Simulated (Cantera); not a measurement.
Source: NASA polynomial tables (part measured, part estimated), evaluated in Cantera. Values are per mole of reaction as written; species without (g) are pure solids or liquids, kept so even where they would boil at 1 bar.

**Question.** Between 475 and 600 K, where is each reaction favourable under standard conditions?
- Ni3S4 + C2H6(g) = 3 H2(g) + 3 Ni + 2 CS2(g)

**Answer.** 
- Ni3S4 + C2H6(g) = 3 H2(g) + 3 Ni + 2 CS2(g): ΔG° is 360 kJ at 475 K and 290 kJ at 600 K; it stays positive (K < 1). ΔH° is 625 kJ and ΔS° 558 J/K at 600 K.
